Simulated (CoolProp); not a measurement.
Isobutene along the isobar 3.75 MPa: density (kg/m³) from the reference equation and from simpler models built on Tc = 418.1 K, pc = 4.016 MPa, ω = 0.193; each cubic takes its own stable root.

Values from CoolProp's reference Helmholtz-energy equation of state, Lemmon 2005. It is a short technical equation, of lower accuracy than the large ones.

```json
[
 {"T (K)": "408.6", "phase": "liquid", "reference": "380.9", "van der Waals": "234.8", "Redlich-Kwong": "298.6", "Peng-Robinson": "343.4"},
 {"T (K)": "428.8", "phase": "gas", "reference": "100.2", "van der Waals": "94.93", "Redlich-Kwong": "98.56", "Peng-Robinson": "102.0"},
 {"T (K)": "449", "phase": "gas", "reference": "82.38", "van der Waals": "81.30", "Redlich-Kwong": "82.41", "Peng-Robinson": "83.99"},
 {"T (K)": "469.2", "phase": "gas", "reference": "72.46", "van der Waals": "72.76", "Redlich-Kwong": "72.95", "Peng-Robinson": "73.77"},
 {"T (K)": "489.4", "phase": "gas", "reference": "65.62", "van der Waals": "66.52", "Redlich-Kwong": "66.28", "Peng-Robinson": "66.68"},
 {"T (K)": "509.6", "phase": "gas", "reference": "60.45", "van der Waals": "61.62", "Redlich-Kwong": "61.16", "Peng-Robinson": "61.31"},
 {"T (K)": "529.8", "phase": "gas", "reference": "56.31", "van der Waals": "57.61", "Redlich-Kwong": "57.03", "Peng-Robinson": "57.01"},
 {"T (K)": "550", "phase": "gas", "reference": "52.89", "van der Waals": "54.22", "Redlich-Kwong": "53.59", "Peng-Robinson": "53.45"}
]
```
